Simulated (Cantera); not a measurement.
Feed: 1 mol MgF2, 0.086 mol O2, 80 mol H2, equilibrated at 1723 K and 1.00 bar.

Cantera equilibrium calculation (NASA polynomials, part measured and part estimated; ideal gas, pure solids and liquids). Candidate condensed phases: H2O, Mg, MgF2, MgO, Mg(OH)2; 31 gas species. Mutual solubility and eutectic melting of coexisting phases are not modelled. The tables' values for MgH are old estimates; treat these amounts as uncertain. Equilibrium is a limit: real reactors are often held back by kinetics, nucleation or transport.

Base state: H2 0.990, HF 0.00674, MgF2 0.00151, Mg 0.00122, MgF 0.000255, H 0.000181, H2O 0.000122, MgH 1.54e-5 (mole fractions); condensed: MgF2(l) + MgO(s).

Question: What changes in the equilibrium state with this change: temperature from 1723 K to 1273 K?

Answer: 
| species | before | after |
|---|---|---|
| H2 | 0.990 | 0.997 |
| HF | 0.00674 | 0.00200 |
| H2O | 0.000122 | 0.00115 |
| MgF2 | 0.00151 | 2.64e-7 |
| Mg | 0.00122 | <1e-9 |
| MgF | 0.000255 | <1e-9 |
| MgF2(l), mol | 0.596 | 0 |
| MgO(s), mol | 0.162 | 0.0800 |
| MgF2(s), mol | 0 | 0.920 |
